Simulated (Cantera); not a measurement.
Cantera run, input and output.

```python
import numpy as np
import cantera as ct

gas = ct.Solution("SiF4_NH3_mec.yaml", "gas")
gas.TPX = 2100, 1333, {'NH3': 1, 'H2': 1.1}
reactor = ct.IdealGasConstPressureReactor(gas, energy="off", clone=False)
net = ct.ReactorNet([reactor])
net.rtol, net.atol = 1e-08, 1e-18
show = ['NH3', 'H2', 'H', 'NH', 'N', 'N2H2']
times = np.geomspace(0.0009, 90, 12)

steps = ct.SolutionArray(gas, extra=["t"])
rows = []
print(f"{'t/s':>10s}{'T/K':>9s}{'P/Pa':>11s}" + "".join(f"{s:>11s}" for s in show))
for t in times:
    while net.time < t:
        t_next = net.step()
        steps.append(gas.state, t=t_next)
    rows.append([np.interp(t, steps.t, y) for y in (steps.T, steps.P, *steps(*show).X.T)])
    print(f"{t:10.3e}{rows[-1][0]:9.1f}{rows[-1][1]:11.4g}" + "".join(f"{x:11.3e}" for x in rows[-1][2:]))
rate = np.gradient(steps.T, steps.t)
print("integrator steps:", len(steps.t))
if steps.T.max() > steps.T[0] + 200:
    print(f"time of steepest temperature rise: {steps.t[rate.argmax()]:.4e} s")
gas.TPX = 2100, 1333, {'NH3': 1, 'H2': 1.1}
gas.equilibrate("TP")
print(f"equilibrium (TP): T = {gas.T:.1f} K  " + "  ".join(f"{s} {gas[s].X[0]:.3e}" for s in show))
```

It prints:

```
       t/s      T/K       P/Pa        NH3         H2          H         NH          N       N2H2
 9.000e-04   2100.0       1333  4.759e-01  5.238e-01  9.184e-05  1.167e-06  1.457e-08  9.193e-08
 2.563e-03   2100.0       1333  4.752e-01  5.238e-01  2.529e-04  8.798e-06  3.020e-07  1.093e-06
 7.300e-03   2100.0       1333  4.719e-01  5.253e-01  5.113e-04  3.365e-05  2.215e-06  6.445e-06
 2.079e-02   2100.0       1333  4.594e-01  5.335e-01  5.614e-04  3.813e-05  2.706e-06  7.439e-06
 5.921e-02   2100.0       1333  4.256e-01  5.559e-01  5.985e-04  3.740e-05  2.749e-06  6.703e-06
 1.686e-01   2100.0       1333  3.459e-01  6.086e-01  6.978e-04  3.530e-05  2.835e-06  5.083e-06
 4.803e-01   2100.0       1333  2.036e-01  7.027e-01  9.458e-04  2.979e-05  2.925e-06  2.582e-06
 1.368e+00   2100.0       1333  5.845e-02  7.984e-01  1.573e-03  1.908e-05  2.855e-06  5.755e-07
 3.896e+00   2100.0       1333  1.496e-03  8.323e-01  5.840e-03  6.338e-06  3.452e-06  1.175e-08
 1.110e+01   2100.0       1333  1.315e-06  8.170e-01  2.358e-02  9.469e-08  2.126e-07  3.287e-13
 3.160e+01   2100.0       1333  1.875e-07  8.161e-01  2.454e-02  1.465e-08  3.428e-08  1.567e-14
 9.000e+01   2100.0       1333  7.784e-08  8.161e-01  2.454e-02  6.084e-09  1.423e-08  9.737e-15
integrator steps: 1730
equilibrium (TP): T = 2100.0 K  NH3 6.716e-08  H2 8.161e-01  H 2.454e-02  NH 5.250e-09  N 1.228e-08  N2H2 9.421e-15
```

Cantera simulation using the gas-phase N/H chemistry of the illustrative SiF4/NH3 mechanism in the Surface Chemkin manual (1991); the numbers are that mechanism's predictions, not measurements. Walls and surfaces, which speed up NH3 decomposition in real reactors, are not modelled.
